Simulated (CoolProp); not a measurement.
Vapour-liquid equilibrium of m-xylene (1) + o-xylene (2) at 275.95 °C; x and y are mole fractions of (1).

Values from CoolProp's multi-fluid Helmholtz-energy mixture model, Zhou 2012 and Zhou 2012; pair parameters Bell 2016.

**Question.** Give the bubble pressure and the first vapour's composition at x = 0.55, 0.65, 0.75. Is there an azeotrope?

**Answer.** x = 0.55: 1.391 MPa, y = 0.569; x = 0.65: 1.407 MPa, y = 0.667; x = 0.75: 1.422 MPa, y = 0.763. No azeotrope shows between x = 0.05 and 0.95.

Pair parameters are fitted to limited data, so mixtures are less certain than the pure fluids.
